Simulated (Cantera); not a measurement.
## Equilibrium for hydrogen reduction and annealing atmospheres: PbS + H₂

A closed system holds: 1 mol PbS, a varied amount of H₂, at 798.15 K and 13300 Pa.

Method: chemical equilibrium by Gibbs-energy minimisation in Cantera with the NASA 1993 tables (ideal gas, pure condensed phases). Candidate condensed phases: Pb, PbS, S; 10 gas species. Equilibrium is a limit: real reactors are often held back by kinetics, nucleation or transport.

| n(H₂) (mol) | x H₂ | x H₂S | x PbS | x Pb | n Pb(l) | n PbS(s) |
|---|---|---|---|---|---|---|
| 130 | 0.998 | 0.00179 | 7.96e-7 | 4.32e-7 | 0.233 | 0.767 |
| 310 | 0.998 | 0.00179 | 7.96e-7 | 4.32e-7 | 0.555 | 0.445 |
| 480 | 0.998 | 0.00179 | 7.96e-7 | 4.32e-7 | 0.859 | 0.140 |
| 660 | 0.998 | 0.00151 | 6.73e-7 | 4.32e-7 | 0.999 | 0 |
| 830 | 0.999 | 0.00120 | 5.35e-7 | 4.32e-7 | 0.999 | 0 |
| 1000 | 0.999 | 0.001000 | 4.44e-7 | 4.32e-7 | 0.999 | 0 |
| 1200 | 0.999 | 0.000833 | 3.70e-7 | 4.32e-7 | 0.999 | 0 |
| 1400 | 0.999 | 0.000714 | 3.17e-7 | 4.32e-7 | 0.999 | 0 |
| 1500 | 0.999 | 0.000666 | 2.96e-7 | 4.32e-7 | 0.999 | 0 |
| 1700 | 0.999 | 0.000588 | 2.61e-7 | 4.32e-7 | 0.999 | 0 |
| 1900 | 0.999 | 0.000526 | 2.34e-7 | 4.32e-7 | 0.999 | 0 |
x: gas mole fraction; n: condensed amount in mol.

From 130 mol H₂ to 480 mol H₂ the condensed part is Pb(l) + PbS(s). From 660 mol H₂ to 1900 mol H₂ the condensed part is Pb(l). The main Pb-bearing gas is PbS at 130 mol H₂ and Pb at 1900 mol H₂.
